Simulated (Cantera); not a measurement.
A perfectly stirred reactor is fed with 6.74 % H2, 93.3 % O2, at 5.55 Torr; it is held at 1100 K, and followed from long to short residence time.

Cantera simulation using the H2/O2 subset of GRI-Mech 3.0, which has no nitrogen chemistry; the numbers are that mechanism's predictions, not measurements. Radical loss at walls, strong at low pressure, is not modelled. The temperature is held fixed by assumption; the heat of reaction is taken as removed at once.

x: mole fraction; the columns are a selection and need not sum to one.

```
τ (s)       x H2   x O2   x H2O     x OH       x H      x O   x H2O2
------  --------  -----  ------  -------  --------  -------  -------
1.4     0.000352  0.926  0.0684  0.00108  0.000530  0.00383  7.35e-8
0.76    0.000504  0.924  0.0679  0.00131  0.000940  0.00555  7.74e-8
0.41    0.000721  0.921  0.0670  0.00160   0.00164  0.00794  8.06e-8
0.23     0.00101  0.918  0.0659  0.00191   0.00269   0.0108  8.31e-8
0.12     0.00145  0.913  0.0641  0.00231   0.00447   0.0148  8.57e-8
0.068        [?]  0.908  0.0620      [?]       [?]      [?]  8.86e-8
0.037    0.00285  0.903  0.0593  0.00312   0.00928   0.0224  9.37e-8
0.020    0.00413  0.899  0.0561  0.00359    0.0121   0.0250  1.03e-7
0.011    0.00607  0.897  0.0525  0.00408    0.0144   0.0259  1.18e-7
0.0061       [?]  0.897  0.0483      [?]       [?]   0.0250      [?]
```

Question: Complete the blanks.

Answer: 
- 0.068, x H2: 0.00201
- 0.068, x OH: 0.00268
- 0.068, x H: 0.00658
- 0.068, x O: 0.0186
- 0.0061, x H2: 0.00910
- 0.0061, x OH: 0.00458
- 0.0061, x H: 0.0160
- 0.0061, x H2O2: 1.38e-7
